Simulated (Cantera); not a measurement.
An isothermal, constant-pressure homogeneous reactor starts with C2H6 : N2 = 1 : 96 (molar parts), at 1550 K and 0.132 atm.

Cantera simulation using GRI-Mech 3.0 (53 species, 325 reactions); the numbers are that mechanism's predictions, not measurements. GRI-Mech 3.0 stops at C3 and has no aromatics, soot or wall deposition, so with more carbon than oxygen in the feed, carbon stays in small species such as C2H2 where larger ones or solid carbon would form.

Predict: x(C2H6) at 60.0 s; x(H2) at 60.0 s; x(C2H2) at 60.0 s; x(HCN) at 60.0 s; x(C2H) at 60.0 s.

x(C2H6) at 60.0 s: 1.21e-9 (gas-phase equilibrium 9.24e-12)
x(H2) at 60.0 s: 0.0201 (gas-phase equilibrium 0.0202)
x(C2H2) at 60.0 s: 0.0101 (gas-phase equilibrium 0.00123)
x(HCN) at 60.0 s: 5.14e-6 (gas-phase equilibrium 0.0177)
x(C2H) at 60.0 s: 1.55e-8 (gas-phase equilibrium 1.91e-9)
